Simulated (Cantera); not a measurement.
Feed: 1 mol NiS, 37 mol H2, 66 mol N2, at 1723 K and 330 Pa.

Method: chemical equilibrium by Gibbs-energy minimisation in Cantera with the NASA 1993 tables (ideal gas, pure condensed phases). Candidate condensed phases: Ni, NiS, NiS2, Ni3S2, Ni3S4, S; 17 gas species. The numbers say what is thermodynamically allowed, not how fast it happens.

Base state: N2 0.637, H2 0.354, S2 0.00315, H 0.00189, H2S 0.00162, Ni 0.00121, SH 0.00117, S 0.000379 (mole fractions); condensed: Ni(s).

Question: What changes in the equilibrium state with this change: N2 from 66 to 1.1 mol?

Answer: 
```json
[
 {"species": "H2", "before": "0.354", "after": "0.949"},
 {"species": "N2", "before": "0.637", "after": "0.0285"},
 {"species": "S2", "before": "0.00315", "after": "0.00764"},
 {"species": "H2S", "before": "0.00162", "after": "0.00676"},
 {"species": "Ni", "before": "0.00121", "after": "0.00121"},
 {"species": "SH", "before": "0.00117", "after": "0.00298"},
 {"species": "H", "before": "0.00189", "after": "0.00309"},
 {"species": "S", "before": "0.000379", "after": "0.000590"},
 {"species": "NiS", "before": "0.000191", "after": "0.000297"},
 {"species": "Ni(s), mol", "before": "0.855", "after": "0.942"}
]
```
